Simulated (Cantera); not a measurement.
A perfectly stirred reactor is fed with N2O : H2O = 1 : 0.076 (molar parts), at 101000 Pa; it is held at 1125 K, and followed from long to short residence time.

Computed with Cantera and GRI-Mech 3.0 (53 species, 325 reactions). GRI-Mech 3.0 was tuned for natural gas; its chemistry of N2O as a main component is partial and can be far from experiment. The mechanism lacks the step 2 NO + O2 → 2 NO2, which can matter for NO2 below about 1400 K. The temperature is held fixed by assumption; the heat of reaction is taken as removed at once.

### Question
What does this change do: pressure from 101000 Pa to 2800 Pa?

### Answer
```csv
quantity,before,after
x(N2O) at τ = 10.0 s,0.313,0.865
x(H2O) at τ = 10.0 s,0.0558,0.0691
x(N2) at τ = 10.0 s,0.412,0.0430
x(HO2) at τ = 10.0 s,7.32e-8,6.89e-7
x(H) at τ = 10.0 s,2.22e-10,5.87e-10
x(N2O) at τ = 69.0 ms,0.913,0.929
x(H2O) at τ = 69.0 ms,0.0702,0.0706
x(N2) at τ = 69.0 ms,0.0106,0.000319
x(HO2) at τ = 69.0 ms,1.53e-6,2.86e-6
x(H) at τ = 69.0 ms,5.65e-10,5.44e-10
```
Radical loss at walls, strong at low pressure, is not modelled.

### Question
What does this change do: H2O 0.076 to 0.4 parts?

### Answer
```csv
quantity,before,after
x(N2O) at τ = 10.0 s,0.313,0.190
x(H2O) at τ = 10.0 s,0.0558,0.231
x(N2) at τ = 10.0 s,0.412,0.380
x(HO2) at τ = 10.0 s,7.32e-8,2.30e-7
x(H) at τ = 10.0 s,2.22e-10,4.83e-10
x(N2O) at τ = 69.0 ms,0.913,0.696
x(H2O) at τ = 69.0 ms,0.0702,0.284
x(N2) at τ = 69.0 ms,0.0106,0.0135
x(HO2) at τ = 69.0 ms,1.53e-6,2.77e-6
x(H) at τ = 69.0 ms,5.65e-10,2.64e-9
```
